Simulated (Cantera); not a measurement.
Gas mixture: 100 % O2, at 10.00 Torr, frozen composition.

Cantera's kinetic-theory transport with the Lennard-Jones parameters of GRI-Mech 3.0, ideal gas; thermal conductivity in the multicomponent form.

One state of this run: ρ (kg/m³) = 0.00733; cp (J/kg/K) = 1031; μ (µPa s) = 37.8; λ (mW/m/K) = 54.9; Pr = 0.710; D (cm²/s) NH3 = 81.3; D (cm²/s) H2 = 256; D (cm²/s) CO2 = 53.6. D: mixture-averaged diffusion coefficient of that species in the mixture.

Which value of T (K) does it belong to?
A) 1150
B) 700
C) 550
D) 850

B, 700
